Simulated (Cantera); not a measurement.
Input: 1 mol SiH4, 0.21 mol NH3, 11 mol N2, 1.7 mol H2, equilibrated at 10.0 Torr.

Equilibrium computed with Cantera from the NASA thermochemical tables; the gas is ideal and each condensed phase is pure. Candidate condensed phases: Si, Si3N4; 18 gas species. Gases not in the tables: Si2H6 and higher silanes. Equilibrium is a limit: real reactors are often held back by kinetics, nucleation or transport.

**Question.** Which condensed phases are stable at each of these points (T (K)): 1700, 1725, 1750, 1775, 1800, 1825, 1850, 1875, 1900, 1925, 1950, 1975, 2000?

**Answer.** 
```json
[
 {"T (K)": "1700", "condensed phases": "Si3N4(s)", "Si condensed (%)": "100.0"},
 {"T (K)": "1725", "condensed phases": "Si3N4(s)", "Si condensed (%)": "99.9"},
 {"T (K)": "1750", "condensed phases": "Si3N4(s)", "Si condensed (%)": "99.9"},
 {"T (K)": "1775", "condensed phases": "Si3N4(s)", "Si condensed (%)": "99.8"},
 {"T (K)": "1800", "condensed phases": "Si3N4(s)", "Si condensed (%)": "99.6"},
 {"T (K)": "1825", "condensed phases": "Si(l)", "Si condensed (%)": "99.3"},
 {"T (K)": "1850", "condensed phases": "Si(l)", "Si condensed (%)": "99.1"},
 {"T (K)": "1875", "condensed phases": "Si(l)", "Si condensed (%)": "98.7"},
 {"T (K)": "1900", "condensed phases": "Si(l)", "Si condensed (%)": "98.3"},
 {"T (K)": "1925", "condensed phases": "Si(l)", "Si condensed (%)": "97.6"},
 {"T (K)": "1950", "condensed phases": "Si(l)", "Si condensed (%)": "96.8"},
 {"T (K)": "1975", "condensed phases": "Si(l)", "Si condensed (%)": "95.7"},
 {"T (K)": "2000", "condensed phases": "Si(l)", "Si condensed (%)": "94.2"}
]
```

From 1700 K to 1800 K the condensed part is Si3N4(s). From 1825 K to 2000 K the condensed part is Si(l).
